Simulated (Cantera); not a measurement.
Input: 1 mol C₂H₄, 0.012 mol O₂, 2.9 mol H₂, at 4.80 bar.

Cantera equilibrium calculation (NASA polynomials, part measured and part estimated; ideal gas, pure solids and liquids). Candidate condensed phases: C, C₆H₆, C₇H₈, C₈H₁₈, H₂O; 110 gas species. Rates play no part.

Task: At 1100 °C, list the 4 most abundant gas species with their mole fractions, and the condensed phases.

Result: H₂ 0.972, CH₄ 0.0228, CO 0.00488, H₂O 0.000107. Condensed: C(graphite).
